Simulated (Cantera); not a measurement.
What does this Cantera script print?

```python
import numpy as np
import cantera as ct

gas = ct.Solution("gri30.yaml")


def delay(T, t_max=10):
    gas.TPX = T, 1000000, {'CH4': 1, 'H2': 0.14, 'O2': 1.15, 'N2': 4.32}
    reactor = ct.IdealGasReactor(gas, clone=False)
    net = ct.ReactorNet([reactor])
    net.rtol, net.atol = 1e-8, 1e-16
    while net.time < t_max:
        t_old, T_old = net.time, reactor.T
        net.step()
        if reactor.T > T + 400:  # ignition: a rise of 400 K
            return t_old + (T + 400 - T_old) / (reactor.T - T_old) * (net.time - t_old)
    return np.nan


taus = []
for T in [1225, 1300, 1375, 1450, 1525, 1600, 1675, 1750]:
    taus.append(delay(T))
    print(f"T0 = {T:6g} K   tau = {taus[-1]:.4e} s")
```

It prints:

```
T0 =   1225 K   tau = 1.0720e-03 s
T0 =   1300 K   tau = 5.9508e-04 s
T0 =   1375 K   tau = 3.2677e-04 s
T0 =   1450 K   tau = 1.7789e-04 s
T0 =   1525 K   tau = 9.7007e-05 s
T0 =   1600 K   tau = 5.3627e-05 s
T0 =   1675 K   tau = 3.0382e-05 s
T0 =   1750 K   tau = 1.7790e-05 s
```

Model: GRI-Mech 3.0 (53 species, 325 reactions), integrated in Cantera.
